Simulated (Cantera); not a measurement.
Input (Python, Cantera):

```python
import numpy as np
import cantera as ct

gas = ct.Solution("gri30.yaml")
gas.TPX = 650, 590000, {'CH4': 1, 'C2H6': 0.13, 'C3H8': 0.43, 'O2': 3.07, 'N2': 11.5, 'CO2': 0.86}
inlet = ct.Reservoir(gas, clone=True)
gas.equilibrate("HP")  # start burning
reactor = ct.IdealGasConstPressureReactor(gas, energy="on", clone=False)
exhaust = ct.Reservoir(gas, clone=True)
tau = [0.26, 0.089, 0.03, 0.0099, 0.0033, 0.0011, 0.00037, 0.00012, 4.2e-05, 1.4e-05][0]
for a, b in ((inlet, reactor), (reactor, exhaust)):
    ct.MassFlowController(a, b, mdot=lambda t: reactor.mass / tau)
net = ct.ReactorNet([reactor])
show = ['CH4', 'C2H6', 'C3H8', 'H', 'O', 'CH2CO', 'OH']

rows = []
print(f"{'tau/s':>10s}{'T/K':>9s}" + "".join(f"{s:>11s}" for s in show))
for tau in [0.26, 0.089, 0.03, 0.0099, 0.0033, 0.0011, 0.00037, 0.00012, 4.2e-05, 1.4e-05]:
    net.initial_time = 0.0
    net.advance(30 * tau)
    before = gas.X
    net.advance(40 * tau)
    drift = np.max(np.abs(gas.X - before) / (gas.X + 1e-9))
    rows.append([gas.T, *gas[show].X, drift])
    print(f"{tau:10.3e}{gas.T:9.1f}" + "".join(f"{x:11.3e}" for x in gas[show].X))
```

Result:

```
     tau/s      T/K        CH4       C2H6       C3H8          H          O      CH2CO         OH
 2.600e-01   2095.4  7.255e-05  1.549e-08  3.196e-08  3.420e-04  6.272e-07  2.571e-07  1.276e-04
 8.900e-02   2095.3  1.742e-04  5.056e-08  9.100e-08  3.693e-04  7.860e-07  7.309e-07  1.387e-04
 3.000e-02   2095.5  4.010e-04  1.821e-07  2.622e-07  4.003e-04  1.081e-06  2.121e-06  1.529e-04
 9.900e-03   2095.2  8.232e-04  6.832e-07  7.628e-07  4.457e-04  1.774e-06  6.094e-06  1.763e-04
 3.300e-03   2092.0  1.408e-03  2.326e-06  2.165e-06  5.211e-04  3.476e-06  1.590e-05  2.167e-04
 1.100e-03   2080.5  2.108e-03  7.243e-06  6.122e-06  6.383e-04  7.650e-06  3.763e-05  2.785e-04
 3.700e-04   2049.9  3.110e-03  2.296e-05  1.800e-05  7.727e-04  1.722e-05  8.565e-05  3.464e-04
 1.200e-04   1942.3  6.399e-03  1.313e-04  8.196e-05  7.052e-04  3.506e-05  2.903e-04  3.049e-04
 4.200e-05    650.0  5.886e-02  7.652e-03  2.531e-02  8.594e-26  1.464e-23  2.015e-17  4.404e-22
 1.400e-05    650.0  5.886e-02  7.652e-03  2.531e-02  2.777e-26  4.346e-24  4.175e-19  1.340e-22
```

Cantera simulation using GRI-Mech 3.0 (53 species, 325 reactions); the numbers are that mechanism's predictions, not measurements. GRI-Mech 3.0 was tuned for natural gas; its chemistry of propane as a main component is partial and can be far from experiment.
